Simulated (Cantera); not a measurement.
**Premixed flame**

A freely propagating, adiabatic, planar premixed flame of CH4 : H2 : O2 : N2 = 1 : 0.87 : 2.51 : 9.44 (molar parts), unburnt at 523 K and 0.415 atm; mixture-averaged transport, grid criteria slope 0.08 and curve 0.16, no radiation.

Cantera simulation using GRI-Mech 3.0 (53 species, 325 reactions); the numbers are that mechanism's predictions, not measurements. Burning velocities carry a grid error of a few per cent, more on coarse grids.

| z (mm) | T (K) | u (m/s) | x CH4 | x H2 | x O2 | x CH2 | x C2H2 | x NO2 |
|---|---|---|---|---|---|---|---|---|
| -1.90 | 523 | 1.83 | 0.0724 | 0.0628 | 0.182 | <1e-8 | <1e-8 | <1e-8 |
| -1.27 | 523 | 1.83 | 0.0724 | 0.0623 | 0.182 | <1e-8 | <1e-8 | <1e-8 |
| -0.951 | 525 | 1.83 | 0.0724 | 0.0613 | 0.182 | <1e-8 | <1e-8 | <1e-8 |
| -0.634 | 547 | 1.91 | 0.0719 | 0.0587 | 0.181 | <1e-8 | 6.71e-8 | <1e-8 |
| -0.317 | 825 | 2.88 | 0.0604 | 0.0522 | 0.166 | 4.42e-7 | 3.77e-6 | <1e-8 |
| -0.159 | 1215 | 4.28 | 0.0376 | 0.0475 | 0.132 | 9.43e-6 | 1.91e-5 | <1e-8 |
| 0 | 1618 | 5.75 | 0.0107 | 0.0395 | 0.0829 | 4.59e-5 | 4.99e-5 | <1e-8 |
| 0.159 | 1794 | 6.40 | 0.00112 | 0.0282 | 0.0498 | 1.56e-5 | 1.52e-5 | <1e-8 |
| 0.317 | 1839 | 6.55 | 6.51e-5 | 0.0219 | 0.0367 | 1.17e-6 | 8.24e-7 | <1e-8 |
| 0.634 | 1879 | 6.67 | 1.94e-7 | 0.0198 | 0.0298 | <1e-8 | <1e-8 | <1e-8 |
| 1.27 | 1933 | 6.82 | <1e-8 | 0.0196 | 0.0268 | <1e-8 | <1e-8 | <1e-8 |
| 2.54 | 2003 | 7.03 | <1e-8 | 0.0182 | 0.0245 | <1e-8 | <1e-8 | <1e-8 |
| 5.07 | 2088 | 7.29 | <1e-8 | 0.0156 | 0.0220 | <1e-8 | <1e-8 | <1e-8 |
x: mole fraction of selected species; z is measured from the peak of heat release.

The laminar burning velocity is 183 cm/s and the thermal thickness is 0.634 mm. The peak x(CH2) is 4.61e-5, the peak x(C2H2) is 4.99e-5 and the grid points is 167.
